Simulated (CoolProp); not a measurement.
Vapour-liquid equilibrium of carbonyl sulfide (1) + propane (2) at -20.85 °C; x and y are mole fractions of (1).

Computed with CoolProp (multi-fluid Helmholtz-energy mixture model, Lemmon 2006 and Lemmon 2009; pair parameters Bell 2016).

**Question.** Give the bubble pressure and the first vapour's composition at x = 0.45, 0.75, 0.85. Is there an azeotrope?

**Answer.** x = 0.45: 0.2840 MPa, y = 0.520; x = 0.75: 0.3088 MPa, y = 0.797; x = 0.85: 0.3174 MPa, y = 0.882. No azeotrope shows between x = 0.05 and 0.95.

The pair parameters rest on a limited set of measurements; away from them the model extrapolates.
